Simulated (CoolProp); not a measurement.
Ammonia at 298.15 K and 0.528 MPa flows at 7.1 m/s in a round tube of 10 mm bore and 1.5 µm roughness, fully developed (64/Re and Nu = 3.66 if laminar; Colebrook and Gnielinski if turbulent). Each further row changes one setting.

Model: reference Helmholtz-energy equation of state, Gao 2020, in CoolProp.

| case | Reynolds number | Darcy friction factor | pressure drop (Pa/m) | heat-transfer coefficient (W/(m² K)) | mass flow (kg/h) |
|---|---|---|---|---|---|
| as stated | 27400 | 0.0244 | 236 | 205 | 7.73 |
| velocity 14.2 m/s | 54800 | 0.0210 | 816 | 360 | 15.5 |
| diameter 20 mm | 54800 | 0.0208 | 101 | 177 | 30.9 |

Viscosity comes from a separate model (Fenghour 1995). Thermal conductivity comes from a separate model (Tufeu 1984).
